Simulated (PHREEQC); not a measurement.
PHREEQC input (ion-association model, wateq4f.dat):

```
SOLUTION_MASTER_SPECIES
  An  An-  0  An  62.0  # stands for a non-complexing anion
SOLUTION_SPECIES
  An- = An-
    -log_k 0
    -gamma 3.0 0
PHASES
  Fix_H+
    H+ = H+
    -log_k 0
SOLUTION 1
  temp 25
  units mmol/kgw
  pH 7 charge
  Na 5
  An 5
END
SELECTED_OUTPUT 1
  -reset false
  -pH true
  -pe true
  -ionic_strength true
  -water true
  -totals Na
  -molalities Hfo_wOH Hfo_wOH2+ Hfo_wO- Hfo_sOH Hfo_sOH2+ Hfo_sO-
USER_PUNCH 1
  -headings sigma psi
  10 PUNCH EDL("sigma", "Hfo"), EDL("psi", "Hfo")
PRINT
  -reset false
USE solution 1
SURFACE 1
  Hfo_wOH 0.000337079 600 0.15
  Hfo_sOH 8.42697e-06
EQUILIBRIUM_PHASES 1
  Fix_H+ -4 HAn 10
    -force_equality true
  O2(g) -0.68 10
END
# ... the last block is repeated for the other 12 points of pH, with NaOH or the acid as the point needs
```

Selected output (columns that matter, 13 of 13 rows; pH added in front):

```
pH	mu	Na	m_Hfo_wOH	m_Hfo_wOH2+	m_Hfo_wO-	m_Hfo_sOH	m_Hfo_sOH2+	m_Hfo_sO-	sigma	psi
4	0.0051925	0.005	0.00016345	0.00017003	3.5993e-06	4.0862e-06	4.2508e-06	8.9983e-08	0.1829	0.19361
4.67	0.0050771	0.005	0.00021323	0.00011478	9.0743e-06	5.3306e-06	2.8695e-06	2.2686e-07	0.11616	0.1709
5.33	0.0050372	0.005	0.00024088	7.9479e-05	1.6724e-05	6.0219e-06	1.987e-06	4.1809e-07	0.068965	0.14443
6	0.0050186	0.005	0.00025317	5.9036e-05	2.4872e-05	6.3293e-06	1.4759e-06	6.218e-07	0.037545	0.11372
6.67	0.0050089	0.005	0.00025735	4.8362e-05	3.1371e-05	6.4336e-06	1.209e-06	7.8428e-07	0.018672	0.079625
7.33	0.0050038	0.005	0.0002585	4.2912e-05	3.5672e-05	6.4624e-06	1.0728e-06	8.9181e-07	0.0079555	0.043768
8	0.0050006	0.0050001	0.00025875	3.9623e-05	3.8709e-05	6.4687e-06	9.9057e-07	9.6771e-07	0.0010047	0.0062073
8.67	0.0050076	0.0050101	0.00025863	3.6759e-05	4.1688e-05	6.4658e-06	9.1897e-07	1.0422e-06	-0.0054166	-0.031511
9.33	0.0050299	0.0050366	0.0002579	3.3002e-05	4.6172e-05	6.4476e-06	8.2506e-07	1.1543e-06	-0.014473	-0.067857
10	0.0051224	0.0051366	0.00025505	2.7158e-05	5.4872e-05	6.3762e-06	6.7894e-07	1.3718e-06	-0.030457	-0.10277
10.67	0.0055349	0.0055625	0.00024538	1.8962e-05	7.274e-05	6.1344e-06	4.7406e-07	1.8185e-06	-0.059099	-0.13417
11.33	0.0073977	0.0074496	0.00021639	9.6608e-06	0.00011103	5.4097e-06	2.4152e-07	2.7758e-06	-0.1114	-0.15912
12	0.016511	0.016611	0.00013716	2.1795e-06	0.00019774	3.429e-06	5.4487e-08	4.9435e-06	-0.21491	-0.17221
```

Species that the database lacks are ignored.
